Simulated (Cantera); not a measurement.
Feed: 1 mol CaCO₃, a varied amount of H₂S, 0.75 mol CO₂, at 1475 °C and 0.0100 bar.

Cantera equilibrium calculation (NASA polynomials, part measured and part estimated; ideal gas, pure solids and liquids). Candidate condensed phases: C, C₆H₆, C₇H₈, C₈H₁₈, Ca, CaCO₃, CaO, Ca(OH)₂, CaS, CaSO₄, H₂O, H₂SO₄, S; 129 gas species. Equilibrium is a limit: real reactors are often held back by kinetics, nucleation or transport.

Q: At 0.49 mol H₂S, list the 7 most abundant gas species with their mole fractions, and the condensed phases.

A: CO 0.380, CO₂ 0.278, H₂O 0.132, SO₂ 0.116, H₂ 0.0500, S₂ 0.0247, SO 0.0146. Condensed: CaO(s).
